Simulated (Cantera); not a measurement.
An isothermal, constant-pressure homogeneous reactor starts with 41.7 % NH₃, 58.3 % N₂, at 1950 K and 0.170 bar.

Model: the gas-phase N/H chemistry of the illustrative SiF4/NH3 mechanism in the Surface Chemkin manual (1991), integrated in Cantera. Walls and surfaces, which speed up NH3 decomposition in real reactors, are not modelled.

x: mole fraction; the columns are a selection and need not sum to one.

```tsv
t (s)	x NH₃	x N₂	x N₂H₂	x N₂H₄	x NH₂
8.00e-5	0.417	0.583	?	5.46e-10	6.82e-5
0.000378	0.416	0.583	?	1.16e-8	0.000312
0.00179	0.414	0.583	2.39e-6	6.77e-8	0.000753
0.00846	0.404	0.582	2.43e-6	6.18e-8	0.000720
0.0400	0.361	0.580	?	4.30e-8	0.000600
0.189	0.221	0.572	?	1.92e-8	0.000401
0.894	0.0354	0.561	?	1.53e-9	0.000113
4.23	0.000140	0.558	6.96e-11	<1e-12	1.67e-6
20.0	1.31e-5	0.558	<1e-12	<1e-12	1.58e-7
```

Task: Complete the blanks.

Result: 
- 8.00e-5, x N₂H₂: 1.18e-8
- 0.000378, x N₂H₂: 3.48e-7
- 0.0400, x N₂H₂: 2.06e-6
- 0.189, x N₂H₂: 1.08e-6
- 0.894, x N₂H₂: 1.22e-7
